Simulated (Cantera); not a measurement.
An adiabatic, constant-pressure homogeneous reactor starts with CH4 : H2 : O2 : N2 : H2O = 1 : 0.15 : 0.865 : 3.25 : 0.17 (molar parts), at 1350 K and 0.540 bar. Integrator tolerance rtol = 1e-08.

Model: GRI-Mech 3.0 (53 species, 325 reactions), integrated in Cantera.

**Question.** What does this change do: constant volume in place of constant pressure?

**Answer.** 
| quantity | before | after |
|---|---|---|
| time of steepest temperature rise | 6.84 ms | 6.14 ms |
| temperature at 1.00 s | 2184 K | 2435 K |
| equilibrium temperature | 2184 K | 2435 K |
| x(CH4) at 1.00 s | 5.50e-11 (gas-phase equilibrium 6.29e-11) | 7.47e-11 (gas-phase equilibrium 8.44e-11) |
| x(H2) at 1.00 s | 0.228 (gas-phase equilibrium 0.228) | 0.224 (gas-phase equilibrium 0.224) |
| x(O2) at 1.00 s | 5.74e-7 (gas-phase equilibrium 5.74e-7) | 4.74e-6 (gas-phase equilibrium 4.74e-6) |
| x(HO2) at 1.00 s | 3.57e-10 (gas-phase equilibrium 3.57e-10) | 4.54e-9 (gas-phase equilibrium 4.54e-9) |
| x(H2O2) at 1.00 s | 2.22e-10 (gas-phase equilibrium 2.22e-10) | 1.77e-9 (gas-phase equilibrium 1.77e-9) |
| x(C2H2) at 1.00 s | <1e-12 (gas-phase equilibrium <1e-12) | <1e-12 (gas-phase equilibrium <1e-12) |

**Question.** What does this change do: initial temperature 1350 to 1675 K?

**Answer.** 
```tsv
quantity	before	after
time of steepest temperature rise	6.84 ms	0.406 ms
temperature at 1.00 s	2184 K	2438 K
equilibrium temperature	2184 K	2438 K
x(CH4) at 1.00 s	5.50e-11 (gas-phase equilibrium 6.29e-11)	1.50e-11 (gas-phase equilibrium 1.69e-11)
x(H2) at 1.00 s	0.228 (gas-phase equilibrium 0.228)	0.222 (gas-phase equilibrium 0.222)
x(O2) at 1.00 s	5.74e-7 (gas-phase equilibrium 5.74e-7)	1.08e-5 (gas-phase equilibrium 1.08e-5)
x(HO2) at 1.00 s	3.57e-10 (gas-phase equilibrium 3.57e-10)	6.98e-9 (gas-phase equilibrium 6.98e-9)
x(H2O2) at 1.00 s	2.22e-10 (gas-phase equilibrium 2.22e-10)	1.81e-9 (gas-phase equilibrium 1.81e-9)
x(C2H2) at 1.00 s	<1e-12 (gas-phase equilibrium <1e-12)	<1e-12 (gas-phase equilibrium <1e-12)
```

**Question.** What does this change do: initial temperature 1350 to 1300 K?

**Answer.** 
| quantity | before | after |
|---|---|---|
| time of steepest temperature rise | 6.84 ms | 11.7 ms |
| temperature at 1.00 s | 2184 K | 2142 K |
| equilibrium temperature | 2184 K | 2142 K |
| x(CH4) at 1.00 s | 5.50e-11 (gas-phase equilibrium 6.29e-11) | 7.02e-11 (gas-phase equilibrium 8.06e-11) |
| x(H2) at 1.00 s | 0.228 (gas-phase equilibrium 0.228) | 0.229 (gas-phase equilibrium 0.229) |
| x(O2) at 1.00 s | 5.74e-7 (gas-phase equilibrium 5.74e-7) | 3.28e-7 (gas-phase equilibrium 3.28e-7) |
| x(HO2) at 1.00 s | 3.57e-10 (gas-phase equilibrium 3.57e-10) | 2.02e-10 (gas-phase equilibrium 2.02e-10) |
| x(H2O2) at 1.00 s | 2.22e-10 (gas-phase equilibrium 2.22e-10) | 1.48e-10 (gas-phase equilibrium 1.48e-10) |
| x(C2H2) at 1.00 s | <1e-12 (gas-phase equilibrium <1e-12) | <1e-12 (gas-phase equilibrium <1e-12) |
